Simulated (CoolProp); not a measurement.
Model: reference Helmholtz-energy equation of state, Lemmon 2006, in CoolProp. It is a short technical equation, of lower accuracy than the large ones.

**Question.** For carbonyl sulfide, give the phase and the cp (kJ/(kg K)), cv (kJ/(kg K)), isothermal compressibility (1/MPa), expansivity (1/kK) at 289.5 K and 50.8 bar.

**Answer.** 
- 289.5 K and 50.8 bar: liquid; cp 1.30, cv 0.706, isothermal compressibility 0.00315, expansivity 2.57
